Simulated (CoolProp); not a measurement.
Vapour-liquid equilibrium of propane (1) + benzene (2) at 309.9 K; x and y are mole fractions of (1).

Model: multi-fluid Helmholtz-energy mixture model, Lemmon 2009 and Thol 2012; pair parameters Bell 2016, in CoolProp.

```
x      bubble pressure, mixture model (MPa)  bubble pressure, Raoult's law (MPa)  y, mixture model  y, Raoult's law
-----  ------------------------------------  -----------------------------------  ----------------  ---------------
0.05                                 0.1337                              0.08372             0.841            0.758
0.125                                0.2743                               0.1773             0.924            0.895
0.2                                  0.3896                               0.2709             0.947            0.937
0.275                                0.4868                               0.3645             0.959            0.958
0.35                                 0.5715                               0.4582             0.966            0.970
0.425                                0.6480                               0.5518             0.971            0.978
0.5                                  0.7198                               0.6454             0.976            0.983
0.575                                0.7895                               0.7390             0.979            0.988
0.65                                 0.8596                               0.8326             0.982            0.991
0.725                                0.9324                               0.9262             0.986            0.994
0.8                                   1.010                                1.020             0.989            0.996
0.875                                 1.096                                1.113             0.993            0.998
0.95                                  1.194                                1.207             0.997            0.999
```

The largest gap from Raoult's law is +59.7 % in bubble pressure, at x = 0.05. No azeotrope shows between x = 0.05 and 0.95.

The pair parameters rest on a limited set of measurements; away from them the model extrapolates. The gap from Raoult's law changes sign with composition, which may be real or a fault of the pair parameters; it wasn't checked against measurements. With so large a gap from Raoult's law the liquid may split in two, which this calculation doesn't test in full.
